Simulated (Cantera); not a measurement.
What does this Cantera script print?

```python
import numpy as np
import cantera as ct

gas_names = """
    H OH
""".split()
cond_names = """
    Li2O(s) Li2O(L) Li(cr) Li(L)
""".split()


# ... load() reads the species with a 1 bar reference pressure and builds the phases ...
species = {s.name: s for s in load("nasa_gas.yaml", gas_names) + load("nasa_condensed.yaml", cond_names)}
# Each term lists the table entries of one substance; the one whose range holds T is used.
reactions = {
    'H(g) + Li2O = 2 Li + OH(g)':
        [(-1, ['H']), (-1, ['Li2O(s)', 'Li2O(L)']), (2, ['Li(cr)', 'Li(L)']), (1, ['OH'])],
}


def pick(names, T):
    return next(species[n] for n in names if species[n].thermo.min_temp <= T <= species[n].thermo.max_temp)


results = []
for label, terms in reactions.items():
    print(label)
    print("     T/K   dH/kJ  dS/(J/K)   dG/kJ   log10 K")
    for T in [1475, 1500, 1525, 1550, 1575, 1600, 1625, 1650, 1675]:
        used = [(nu, pick(names, T)) for nu, names in terms]
        dH = sum(nu * s.thermo.h(T) for nu, s in used) / 1e6
        dS = sum(nu * s.thermo.s(T) for nu, s in used) / 1e3
        dG = dH - T * dS / 1e3
        logK = -dG * 1e6 / (ct.gas_constant * T * np.log(10))
        results.append((label, T, dH, dS, dG, logK, [s.name for _, s in used]))
        print(f"{T:8g} {dH:8.1f} {dS:8.1f} {dG:8.1f} {logK:8.2f}")
```

Output:

```
H(g) + Li2O = 2 Li + OH(g)
     T/K   dH/kJ  dS/(J/K)   dG/kJ   log10 K
    1475    409.5     87.5    280.5    -9.93
    1500    408.9     87.0    278.3    -9.69
    1525    408.3     86.6    276.2    -9.46
    1550    407.6     86.2    274.0    -9.23
    1575    407.0     85.8    271.8    -9.02
    1600    406.3     85.4    269.7    -8.80
    1625    405.7     85.0    267.6    -8.60
    1650    405.1     84.6    265.5    -8.40
    1675    404.4     84.2    263.3    -8.21
```

Standard-state values (1 bar) from the NASA 1993 polynomials, evaluated with Cantera. Condensed species are held in their standard states even where they would react or evaporate.
